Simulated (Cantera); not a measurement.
Input (Python, Cantera):

```python
import numpy as np
import cantera as ct

surf = ct.Interface("diamond.yaml", "diamond_100")
gas, bulk = surf.adjacent["gas"], surf.adjacent["diamond"]
k = surf.kinetics_species_index(bulk.species_names[0])
cover = ["c6HH", "c6H*", "c6*H", "c6**", "c6HM", "c6B"]

rows, drift = [], 0.0
print(f"{'T':>10s}{'um/h':>11s}" + "".join(f"{s:>11s}" for s in cover))
for v in [925, 1000, 1075, 1150, 1225, 1300, 1375]:
    T, P, xH, xCH3 = v, 2900, 0.0021, 3.6e-05
    gas.TPX = T, P, {"H": xH, "CH3": xCH3, "CH4": 0.0072, "H2": 1 - xH - xCH3 - 0.0072}
    surf.TP = bulk.TP = T, P
    surf.coverages = "c6H*:0.1, c6HH:0.9"
    surf.advance_coverages(100.0)
    before = surf.coverages
    surf.advance_coverages(100.0)
    drift = max(drift, np.max(np.abs(surf.coverages - before) / (surf.coverages + 1e-9)))
    rate = surf.net_production_rates[k] * bulk.mean_molecular_weight / bulk.density * 3.6e9
    rows.append([rate, *surf[cover].coverages])
    print(f"{v:10.4g}{rate:11.4e}" + "".join(f"{x:11.3e}" for x in rows[-1][1:]))
```

Output:

```
         T       um/h       c6HH       c6H*       c6*H       c6**       c6HM        c6B
       925 3.6326e-01  6.577e-01  1.203e-02  3.092e-01  5.274e-03  1.240e-02  9.857e-10
      1000 4.6921e-01  5.920e-01  1.807e-02  3.698e-01  9.317e-03  7.904e-03  1.273e-09
      1075 3.9912e-01  5.327e-01  2.510e-02  4.220e-01  1.485e-02  3.558e-03  1.083e-09
      1150 2.1810e-01  4.804e-01  3.271e-02  4.635e-01  2.164e-02  9.658e-04  5.918e-10
      1225 1.3772e-01  4.361e-01  4.048e-02  4.938e-01  2.913e-02  2.102e-04  3.737e-10
      1300 1.2806e-01  4.006e-01  4.814e-02  5.143e-01  3.669e-02  4.552e-05  3.475e-10
      1375 1.0708e-01  3.739e-01  5.549e-02  5.267e-01  4.372e-02  9.942e-06  2.906e-10
```

Cantera simulation using the Harris–Goodwin 1993 mechanism for the reconstructed diamond (100) surface; the numbers are that mechanism's predictions, not measurements.
